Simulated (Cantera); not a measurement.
A closed system holds: 1 mol Si₂Cl₆, 0.068 mol Cl₂, 220 mol N₂, held at 1200 K and 4.50 mbar.

Equilibrium computed with Cantera from the NASA thermochemical tables; the gas is ideal and each condensed phase is pure. Candidate condensed phases: Si, Si₃N₄; 13 gas species. The feed counts by its element totals alone. N₂ is the only nitrogen source here; it is nearly inert below about 1500 K, so the nitride shown seldom forms there in practice. The tables' values for SiCl₃ are old estimates; treat these amounts as uncertain. Kinetics and transport are ignored.

Base state: N₂ 0.993, SiCl₄ 0.00633, SiCl₃ 0.000538, SiCl₂ 0.000401 (mole fractions); condensed: Si₃N₄(s).

What changes in the equilibrium state with this change: Si₂Cl₆ replaced by SiH₂Cl₂?


```
species          before     after
-------------  --------  --------
N₂                0.993     0.991
HCl                   0   0.00793
H₂                    0  0.000552
SiCl₄           0.00633  0.000338
SiCl₃          0.000538   5.97e-5
SiCl₂          0.000401   9.27e-5
Si₃N₄(s), mol     0.131     0.297
```
Further candidate phases: NH₄Cl.
